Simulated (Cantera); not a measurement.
## Fluorocarbon and chlorocarbon gases: CH₂F₂ + F₂

Input: 1 mol CH₂F₂, 0.88 mol F₂, equilibrated at 2.70 mbar.

Cantera equilibrium calculation (NASA polynomials, part measured and part estimated; ideal gas, pure solids and liquids). Candidate condensed phases: C, C₆H₆, C₇H₈, C₈H₁₈; 95 gas species. Gases not in the tables: C₂F₆ and larger saturated fluorocarbons. The numbers say what is thermodynamically allowed, not how fast it happens.

```json
[
 {"T (K)": "1625", "x HF": "0.818", "x CF₄": "0.179", "x CF₂": "0.00194", "x F": "0.000763", "n C(graphite)": "0.558"},
 {"T (K)": "1675", "x HF": "0.817", "x CF₄": "0.177", "x CF₂": "0.00358", "x F": "0.00153", "n C(graphite)": "0.556"},
 {"T (K)": "1725", "x HF": "0.815", "x CF₄": "0.175", "x CF₂": "0.00634", "x F": "0.00296", "n C(graphite)": "0.554"},
 {"T (K)": "1775", "x HF": "0.812", "x CF₄": "0.171", "x CF₂": "0.0108", "x F": "0.00548", "n C(graphite)": "0.550"},
 {"T (K)": "1825", "x HF": "0.806", "x CF₄": "0.165", "x CF₂": "0.0178", "x F": "0.00978", "n C(graphite)": "0.543"},
 {"T (K)": "1875", "x HF": "0.798", "x CF₄": "0.156", "x CF₂": "0.0281", "x F": "0.0168", "n C(graphite)": "0.534"},
 {"T (K)": "1925", "x HF": "0.785", "x CF₄": "0.143", "x CF₂": "0.0425", "x F": "0.0279", "n C(graphite)": "0.522"},
 {"T (K)": "1975", "x HF": "0.766", "x CF₄": "0.125", "x CF₂": "0.0615", "x F": "0.0446", "n C(graphite)": "0.507"},
 {"T (K)": "2025", "x HF": "0.742", "x CF₄": "0.102", "x CF₂": "0.0841", "x F": "0.0682", "n C(graphite)": "0.490"},
 {"T (K)": "2075", "x HF": "0.713", "x CF₄": "0.0759", "x CF₂": "0.107", "x F": "0.0997", "n C(graphite)": "0.476"}
]
```
x: gas mole fraction; n: condensed amount in mol.

From 1625 K to 2075 K the condensed part is C(graphite). The main C-bearing gas is CF₄ at 1625 K and CF₂ at 2075 K. The share of C in condensed phases is highest at 1625 K (55.8 %) and lowest at 2075 K (47.6 %).
